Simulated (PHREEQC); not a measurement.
Consider water at 45 °C with 49 mmol/kgw HNO3, 0.048 mmol/kgw CaCl2 and 72 mmol/kgw CuCl2. Closed to the air; pH follows from the charge balance.

Equilibrium calculation in PHREEQC: ion-association model, phreeqc.dat.

Precipitation was switched off in this run.

Q: Estimate the pH.

A: pH 1.42.

Q: In which forms is Cl present?

A: Cl- 89 %, CuCl+ 10 %, CuCl2 0.8 % of the Cl.

Complexes and solids missing from the database can't appear. Away from 25 °C the constants follow the database's enthalpies or fits; those with neither stay at their 25 °C values.
